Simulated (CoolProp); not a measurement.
The numbers come from the reference Helmholtz-energy equation of state, Lemmon 2006 in CoolProp. It is a short technical equation, of lower accuracy than the large ones.

### Question
Give the vapour pressure (MPa), liquid density (kg/m³), enthalpy of vaporisation (kJ/kg), liquid cp (kJ/(kg K)) of saturated C2F6 (R116) at 231.5 K.

### Answer
| T (K) | p (MPa) | liquid density (kg/m³) | enthalpy of vaporisation (kJ/kg) | liquid cp (kJ/(kg K)) |
|---|---|---|---|---|
| 231.5 | 0.509 | 1430 | 98.6 | 1.06 |
